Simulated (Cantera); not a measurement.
A Cantera script and what it prints.

```python
import numpy as np
import cantera as ct

gas_names = """
    C CO CO2 C2 C2O C3 C3O2 C4 C5 O O2 O3 Ta TaO TaO2
""".split()
cond_names = """
    C(gr) Ta(cr) Ta(L) TaC(s) TaC(L) Ta2O5(s) Ta2O5(L)
""".split()


# ... load() reads the species with a 1 bar reference pressure and builds the phases ...
atoms = {
    'Ta2O5': {'Ta': 2, 'O': 5},
    'C': {'C': 1},
    'CO': {'C': 1, 'O': 1},
}
top_T = {'C(gr)': 4500}  # K; cautious upper limits of use, not melting points


# ... equilibrate(T, P, feed) seeds the gas with the atoms and calls Mixture.equilibrate('TP', solver="vcs", rtol=1e-11, max_steps=5000) ...
results = []
feed = {'Ta2O5': 1, 'C': 0.42, 'CO': 0.54}  # mol
T = 2023  # K
P = 3300  # Pa
mix = equilibrate(T, P, feed)
results.append((T, P, feed, dict(zip(mix.species_names, mix.species_moles))))
print(gas.report(threshold=0.001))
for i in range(1, mix.n_phases):
    print(f"{mix.phase(i).name:16s} {mix.phase_moles(i):12.5e} mol")
```

Result:

```
       temperature   2023 K
          pressure   3300 Pa
           density   0.0054992 kg/m^3
  mean mol. weight   28.029 kg/kmol
   phase of matter   gas

                          1 kg             1 kmol
                     ---------------   ---------------
          enthalpy       -1.8979e+06       -5.3198e+07  J
   internal energy        -2.498e+06       -7.0018e+07  J
           entropy             10259        2.8755e+05  J/K
    Gibbs function       -2.2652e+07       -6.3492e+08  J
 heat capacity c_p            1296.7             36346  J/K
 heat capacity c_v            1000.1             28031  J/K

                      mass frac. Y      mole frac. X     chem. pot. / RT
                     ---------------   ---------------   ---------------
                CO            0.9985            0.9992           -37.725
     [  +14 minor]         0.0014967         0.0008031

C(gr)             0.00000e+00 mol
Ta(cr)            0.00000e+00 mol
TaC(s)            1.20178e-01 mol
Ta2O5(s)          9.39895e-01 mol
```

These are equilibrium values from Cantera (NASA tables, ideal gas, pure condensed phases), not measurements of a reactor. Mutual solubility and eutectic melting of coexisting phases are not modelled. TaC: taken at fixed stoichiometry. Condensed phases not in the tables: Ta2C.
